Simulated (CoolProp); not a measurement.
Values from CoolProp's reference Helmholtz-energy equation of state, Platzer 1990. This equation is an older, rougher fit; its heat capacities, sound speeds and derivatives of the liquid may be far off and weren't checked against measurements.

**Question.** Give the vapour pressure (bar), liquid density (kg/m³), vapour density (kg/m³), enthalpy of vaporisation (kJ/kg) of saturated R13 at 246.1 K.

**Answer.** 
| T (K) | p (bar) | liquid density (kg/m³) | vapour density (kg/m³) | enthalpy of vaporisation (kJ/kg) |
|---|---|---|---|---|
| 246.1 | 9.23 | 1280 | 58.1 | 116 |
